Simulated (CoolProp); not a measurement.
CH2F2 (R32) along the isotherm 90.95 °C: density (kg/m³) from the reference equation and from simpler models built on Tc = 78.1 °C, pc = 5783 kPa, ω = 0.277; each cubic takes its own stable root.

Computed with CoolProp (reference Helmholtz-energy equation of state, Tillner-Roth 1997).

| p (kPa) | phase | reference |
|---|---|---|
| 183 | gas | 3.179 |
| 325 | gas | 5.695 |
| 578 | gas | 10.29 |
| 1030 | gas | 18.88 |
| 1830 | gas | 35.51 |
| 3250 | gas | 71.09 |
| 5780 | gas | 179.1 |
| 10300 | supercritical | 673.8 |
| 18300 | supercritical | 805.8 |
| 32500 | supercritical | 902.6 |
| 57800 | supercritical | 994.4 |

Q: How far does each simpler model (ideal gas, van der Waals, Redlich-Kwong, Soave-Redlich-Kwong, Peng-Robinson) lie from the reference over these 11 states: mean and median of the absolute difference, and the worst?

A: 
- ideal gas: mean 23.9 %, median 11.4 %, worst -73.7 % at 90.95 °C and 10300 kPa
- van der Waals: mean 14.7 %, median 4.3 %, worst -37.6 % at 90.95 °C and 57800 kPa
- Redlich-Kwong: mean 8.6 %, median 2.3 %, worst -24.4 % at 90.95 °C and 10300 kPa
- Soave-Redlich-Kwong: mean 9.3 %, median 2.9 %, worst -26.8 % at 90.95 °C and 10300 kPa
- Peng-Robinson: mean 5.5 %, median 0.5 %, worst -19.6 % at 90.95 °C and 10300 kPa
